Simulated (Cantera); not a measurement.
A perfectly stirred reactor is fed with C₂H₆ : N₂ = 1 : 51 (molar parts), at 0.133 bar; it is held at 1275 K, and followed from long to short residence time.

Cantera simulation using GRI-Mech 3.0 (53 species, 325 reactions); the numbers are that mechanism's predictions, not measurements. GRI-Mech 3.0 stops at C3 and has no aromatics, soot or wall deposition, so with more carbon than oxygen in the feed, carbon stays in small species such as C2H2 where larger ones or solid carbon would form.

**Question.** Predict: x(C₂H₆) at τ = 2.40 s; x(CH₃) at τ = 2.40 s; x(HCN) at τ = 2.40 s; x(CH₄) at τ = 2.40 s; x(C₂H₂) at τ = 2.40 s; x(C₂H₆) at τ = 49.0 ms; x(CH₃) at τ = 49.0 ms; x(HCN) at τ = 49.0 ms; x(CH₄) at τ = 49.0 ms; x(C₂H₂) at τ = 49.0 ms.

**Answer.** 
```json
{
 "x(C₂H₆) at τ = 2.40 s": "0.000214",
 "x(CH₃) at τ = 2.40 s": "1.25e-5",
 "x(HCN) at τ = 2.40 s": "4.13e-9",
 "x(CH₄) at τ = 2.40 s": "0.00317",
 "x(C₂H₂) at τ = 2.40 s": "0.0152",
 "x(C₂H₆) at τ = 49.0 ms": "0.00501",
 "x(CH₃) at τ = 49.0 ms": "6.59e-5",
 "x(HCN) at τ = 49.0 ms": "3.44e-9",
 "x(CH₄) at τ = 49.0 ms": "0.00255",
 "x(C₂H₂) at τ = 49.0 ms": "0.00364"
}
```
